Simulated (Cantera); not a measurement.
An isothermal, constant-pressure homogeneous reactor starts with 0.490 % CO, 0.852 % O₂, 0.676 % H₂O, 98.0 % N₂, at 1198 K and 1.88 atm.

Cantera simulation using GRI-Mech 3.0 (53 species, 325 reactions); the numbers are that mechanism's predictions, not measurements.

x: mole fraction; the columns are a selection and need not sum to one.

```csv
t (s),x CO,x O₂,x H₂O,x H₂O₂,x NO₂
0.000400,0.00490,0.00852,0.00676,<1e-12,<1e-12
0.00110,0.00490,0.00852,0.00676,4.31e-12,<1e-12
0.00301,0.00484,0.00849,0.00675,5.10e-8,<1e-12
0.00826,?,0.00713,0.00671,1.32e-7,2.05e-10
0.0227,?,0.00632,0.00676,4.66e-8,9.58e-10
0.0622,?,0.00612,0.00677,9.29e-9,2.60e-9
0.171,?,0.00609,0.00678,1.59e-9,2.90e-9
0.469,?,0.00609,0.00678,2.81e-10,1.34e-9
1.29,?,0.00609,0.00678,7.90e-11,4.89e-10
3.53,?,0.00609,0.00678,3.83e-11,3.19e-10
9.68,8.40e-10,0.00609,0.00678,1.89e-11,2.68e-10
26.6,7.65e-10,0.00609,0.00678,1.72e-11,2.65e-10
72.9,7.65e-10,0.00609,0.00678,1.72e-11,2.66e-10
200,7.65e-10,0.00609,0.00678,1.72e-11,2.66e-10
```

Problem. What belongs in the gaps?

Solution. 
- 0.00826, x CO: 0.00211
- 0.0227, x CO: 0.000464
- 0.0622, x CO: 6.99e-5
- 0.171, x CO: 7.53e-6
- 0.469, x CO: 6.21e-7
- 1.29, x CO: 2.93e-8
- 3.53, x CO: 1.70e-9
